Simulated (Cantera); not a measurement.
**Fluorocarbon and chlorocarbon gases: CH3Cl + HCl**

Feed: 1 mol CH3Cl, 0.66 mol HCl, at 2848 K.

Cantera equilibrium calculation (NASA polynomials, part measured and part estimated; ideal gas, pure solids and liquids). Candidate condensed phases: C, C6H6, C7H8, C8H18; 91 gas species. Equilibrium is a limit: real reactors are often held back by kinetics, nucleation or transport.

From 1.00e-5 bar to 0.000270 bar nothing is condensed. From 0.00140 bar to 1.00 bar the condensed part is C(graphite). The main C-bearing gas is C at 1.00e-5 bar and C2H2 (acetylene) at 1.00 bar.

```csv
P (Pa),x H,x HCl,x H2,x Cl,x C,x C3,x C2H2 (acetylene),x C2,n C(graphite)
1,0.592,0.000248,0.000375,0.269,0.124,0.00798,1.85e-7,0.00701,0
5.20,0.615,0.00139,0.00210,0.280,0.0633,0.0288,7.31e-6,0.00951,0
27,0.617,0.00743,0.0110,0.286,0.0245,0.0447,0.000154,0.00736,0
140,0.571,0.0357,0.0489,0.287,0.00789,0.0403,0.00191,0.00397,0.231
720,0.437,0.131,0.147,0.267,0.00153,0.00783,0.00575,0.000772,0.817
3700,0.252,0.286,0.252,0.197,0.000298,0.00152,0.00985,0.000150,0.901
19000,0.124,0.431,0.314,0.117,5.81e-5,0.000297,0.0123,2.93e-5,0.914
100000,0.0565,0.527,0.342,0.0599,1.10e-5,5.64e-5,0.0134,5.56e-6,0.917
```
x: gas mole fraction; n: condensed amount in mol.
